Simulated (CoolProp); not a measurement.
A single-stage vapour-compression cycle with carbonyl sulfide: evaporating at 230.15 K (dew point), condensing at 254.15 K (bubble point), superheat 0 K, subcooling 2 K, compressor efficiency 0.6, no pressure losses. Each further row changes one setting.

Computed with CoolProp (reference Helmholtz-energy equation of state, Lemmon 2006). It is a short technical equation, of lower accuracy than the large ones.

| case | cooling COP | pressure ratio | discharge temperature (K) | refrigerating effect (kJ/kg) | volumetric capacity (kJ/m³) |
|---|---|---|---|---|---|
| as stated | 5.29 | 2.53 | 310.5 | 277 | 1260 |
| evaporating temperature 235.15 K | 6.96 | (withheld) | 297.2 | (withheld) | (withheld) |
| condensing temperature 249.15 K | (withheld) | 2.12 | (withheld) | 284 | 1290 |
| subcooling 7 K | 5.41 | 2.53 | 310.5 | 284 | 1290 |
| superheat 10 K | (withheld) | 2.53 | (withheld) | 284 | 1230 |
| compressor efficiency 0.5 | 4.41 | 2.53 | 324.7 | 277 | 1260 |

**Question.** What belongs in the gaps?

**Answer.** 
- evaporating temperature 235.15 K, pressure ratio: 2.05
- evaporating temperature 235.15 K, refrigerating effect (kJ/kg): 280
- evaporating temperature 235.15 K, volumetric capacity (kJ/m³): 1550
- condensing temperature 249.15 K, cooling COP: 6.81
- condensing temperature 249.15 K, discharge temperature (K): 294.5
- superheat 10 K, cooling COP: 5.17
- superheat 10 K, discharge temperature (K): 322.9
